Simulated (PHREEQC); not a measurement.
Solution (20 °C): 0.02 mol/kgw HF, 0.039 mol/kgw (CH3)4NF, 1.6e-05 mol/kgw H4SiO4 and 3.5e-05 mol/kgw HCl. Closed to the air; pH follows from the charge balance.

Equilibrium calculation in PHREEQC: ion-association model, wateq4f.dat.

```json
[
 {"quantity": "pH", "before": "3.42", "after": "4.60"},
 {"quantity": "HF (mol/kgw)", "before": "0.0158", "after": "0.00774"},
 {"quantity": "HF2- (mol/kgw)", "before": "0.00218", "after": "0.0118"},
 {"quantity": "H2F2 (mol/kgw)", "before": "0.000783", "after": "0.000204"},
 {"quantity": "SI of Quartz (SiO2)", "before": "-8.67", "after": "-9.71"}
]
```

Q: Name the change that produced these shifts.
A) (CH3)4NF from 0.039 to 0.39 mol/kgw
B) diluted 10-fold with water
C) temperature from 20 to 30 °C
D) HF from 0.02 to 0.1 mol/kgw

A: A, (CH3)4NF from 0.039 to 0.39 mol/kgw

Precipitation was switched off in this run. (CH3)4N+ isn't in the database: it is added as a free cation with an ion size of 4 Å. SiF6-2 is the database's only silicon fluoride.
